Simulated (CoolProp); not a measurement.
A simple Rankine cycle with cyclohexane: condensing at 312.15 K, boiler at 2.79 MPa, turbine inlet 619 K, turbine efficiency 0.9, pump efficiency 0.7, no recuperator. Each further row changes one setting.

Computed with CoolProp (reference Helmholtz-energy equation of state, Zhou 2014).

```
case                             thermal efficiency (%)  net work (kJ/kg)  heat in (kJ/kg)  turbine exit temperature (K)  volume ratio over the turbine
-------------------------------  ----------------------  ----------------  ---------------  ----------------------------  -----------------------------
as stated                                          22.5               221              982                         515.6                            ___
condensing temperature 304.15 K                     ___               236              ___                           ___                            165
boiler pressure 1.95 MPa                           21.2               211              ___                         525.9                           79.5
turbine efficiency 0.8                              ___               196              982                         526.3                            122
```

Problem. Complete the blanks.

Solution. 
- as stated, volume ratio over the turbine: 119
- condensing temperature 304.15 K, thermal efficiency (%): 23.7
- condensing temperature 304.15 K, heat in (kJ/kg): 997
- condensing temperature 304.15 K, turbine exit temperature (K): 509.1
- boiler pressure 1.95 MPa, heat in (kJ/kg): 996
- turbine efficiency 0.8, thermal efficiency (%): 20.0
